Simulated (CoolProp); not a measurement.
Vapour-liquid equilibrium of acetone (1) + n-hexane (2) at 0.279 bar; x and y are mole fractions of (1).

Values from CoolProp's multi-fluid Helmholtz-energy mixture model, Lemmon 2006 and Thol 2019; pair parameters Bell 2016.

| x | bubble temperature, mixture model (°C) | bubble temperature, Raoult's law (°C) | y, mixture model | y, Raoult's law |
|---|---|---|---|---|
| 0.05 | 25.9 | 32.1 | 0.280 | 0.074 |
| 0.2 | 18.4 | 30.3 | 0.532 | 0.276 |
| 0.35 | 16.8 | 28.7 | 0.587 | 0.450 |
| 0.5 | 16.5 | 27.1 | 0.603 | 0.604 |
| 0.65 | 16.5 | 25.7 | 0.619 | 0.739 |
| 0.8 | 16.9 | 24.4 | 0.668 | 0.859 |
| 0.95 | 20.0 | 23.2 | 0.847 | 0.967 |

The largest gap from Raoult's law is -11.9 K in bubble temperature, at x = 0.2. y crosses x between x = 0.5 and 0.65: the model has an azeotrope there.

The pair parameters rest on a limited set of measurements; away from them the model extrapolates.
